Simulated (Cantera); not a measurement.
Input: 1 mol Ni, 0.0011 mol H2S, 1.2 mol H2, equilibrated at 13.0 bar.

Method: chemical equilibrium by Gibbs-energy minimisation in Cantera with the NASA 1993 tables (ideal gas, pure condensed phases). Candidate condensed phases: Ni, NiS, NiS2, Ni3S2, Ni3S4, S; 9 gas species. Kinetics and transport are ignored.

**Question.** Which condensed phases are stable at each of these points (T (°C)): 327, 527, 727, 927, 1127, 1327, 1527, 1727?

**Answer.** 
```tsv
T (°C)	condensed phases	Ni condensed (%)
327	Ni(s) + Ni3S2(s)	100.0
527	Ni(s) + Ni3S2(s)	100.0
727	Ni(s)	100.0
927	Ni(s)	100.0
1127	Ni(s)	100.0
1327	Ni(s)	100.0
1527	Ni(l)	100.0
1727	Ni(l)	100.0
```

From 327 °C to 527 °C the condensed part is Ni(s) + Ni3S2(s). From 727 °C to 1327 °C the condensed part is Ni(s). From 1527 °C to 1727 °C the condensed part is Ni(l).
